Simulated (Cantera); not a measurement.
Cantera run:

```python
import numpy as np
import cantera as ct

gas_names = """
    NO TiO N2 O3
""".split()
cond_names = """
    Ti2O3(a) Ti2O3(b) Ti2O3(L) Ti4O7(s) Ti4O7(L) TiO2(ru) TiO2(L)
""".split()


# ... load() reads the species with a 1 bar reference pressure and builds the phases ...
species = {s.name: s for s in load("nasa_gas.yaml", gas_names) + load("nasa_condensed.yaml", cond_names)}
# Each term lists the table entries of one substance; the one whose range holds T is used.
reactions = {
    '2 NO(g) + 4 TiO(g) = N2(g) + 2 Ti2O3':
        [(-2, ['NO']), (-4, ['TiO']), (1, ['N2']), (2, ['Ti2O3(a)', 'Ti2O3(b)', 'Ti2O3(L)'])],
    'O3(g) + 3 Ti4O7 = 12 TiO2':
        [(-1, ['O3']), (-3, ['Ti4O7(s)', 'Ti4O7(L)']), (12, ['TiO2(ru)', 'TiO2(L)'])],
}


def pick(names, T):
    return next(species[n] for n in names if species[n].thermo.min_temp <= T <= species[n].thermo.max_temp)


results = []
for label, terms in reactions.items():
    print(label)
    print("     T/K   dH/kJ  dS/(J/K)   dG/kJ   log10 K")
    for T in [300, 1825, 1925, 2025, 2125, 2225, 2325, 2425, 2525, 2625]:
        used = [(nu, pick(names, T)) for nu, names in terms]
        dH = sum(nu * s.thermo.h(T) for nu, s in used) / 1e6
        dS = sum(nu * s.thermo.s(T) for nu, s in used) / 1e3
        dG = dH - T * dS / 1e3
        logK = -dG * 1e6 / (ct.gas_constant * T * np.log(10))
        results.append((label, T, dH, dS, dG, logK, [s.name for _, s in used]))
        print(f"{T:8g} {dH:8.1f} {dS:8.1f} {dG:8.1f} {logK:8.2f}")
```

Output:

```
2 NO(g) + 4 TiO(g) = N2(g) + 2 Ti2O3
     T/K   dH/kJ  dS/(J/K)   dG/kJ   log10 K
     300  -3441.7  -1008.5  -3139.2   546.56
    1825  -3284.4   -835.4  -1759.8    50.37
    1925  -3273.0   -829.3  -1676.6    45.49
    2025  -3261.6   -823.5  -1594.0    41.12
    2125  -3040.8   -719.0  -1512.9    37.19
    2225  -3028.8   -713.5  -1441.3    33.83
    2325  -3016.8   -708.2  -1370.2    30.78
    2425  -3004.8   -703.2  -1299.6    27.99
    2525  -2992.9   -698.4  -1229.5    25.43
    2625  -2981.1   -693.8  -1159.9    23.08
O3(g) + 3 Ti4O7 = 12 TiO2
     T/K   dH/kJ  dS/(J/K)   dG/kJ   log10 K
     300  -1265.2   -231.6  -1195.7   208.19
    1825  -1327.2   -288.8   -800.0    22.90
    1925  -1334.1   -292.6   -771.0    20.92
    2025  -2030.8   -649.6   -715.2    18.45
    2125  -2053.4   -660.5   -649.7    15.97
    2225  -1248.5   -282.7   -619.5    14.54
    2325  -1246.0   -281.6   -591.3    13.28
    2425  -1243.7   -280.6   -563.2    12.13
    2525  -1241.6   -279.8   -535.2    11.07
    2625  -1239.8   -279.1   -507.2    10.09
```

Standard-state values (1 bar) from the NASA 1993 polynomials, evaluated with Cantera. Condensed species are held in their standard states even where they would react or evaporate.
